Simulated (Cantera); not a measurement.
Charge: 1 mol Si3N4, 0.019 mol N2O, 5.7 mol H2, at 1925 °C and 10000 Pa.

Equilibrium computed with Cantera from the NASA thermochemical tables; the gas is ideal and each condensed phase is pure. Candidate condensed phases: H2O, Si, SiO2, Si2N2O, Si3N4; 35 gas species. The tables' values for SiN are old estimates; treat these amounts as uncertain. Gases not in the tables: Si2H6 and higher silanes. Kinetics and transport are ignored.

Base state: H2 0.720, N2 0.258, H 0.0150, Si 0.00362, SiO 0.00243, SiH 0.000432, SiH2 0.000213, Si2N 0.000109 (mole fractions); condensed: Si(l).

What changes in the equilibrium state with this change: temperature from 1925 °C to 1777 °C?


| species | before | after |
|---|---|---|
| H2 | 0.720 | 0.730 |
| N2 | 0.258 | 0.260 |
| H | 0.0150 | 0.00613 |
| Si | 0.00362 | 0.000773 |
| SiO | 0.00243 | 0.00245 |
| Si2 | 5.78e-5 | 9.01e-6 |
| Si3 | 1.13e-5 | 1.89e-6 |
| SiH | 0.000432 | 0.000126 |
| SiN | 9.85e-5 | 2.89e-5 |
| Si2N | 0.000109 | 3.62e-5 |
| Si(l), mol | 2.94 | 2.97 |

What changes in the equilibrium state with this change: Si3N4 replaced by Si?


```tsv
species	before	after
H2	0.720	0.972
H	0.0150	0.0174
Si	0.00362	0.00362
N2	0.258	0.00326
Si2N	0.000109	1.23e-5
SiN	9.85e-5	1.11e-5
SiH2	0.000213	0.000287
Si(l), mol	2.94	0.954
```
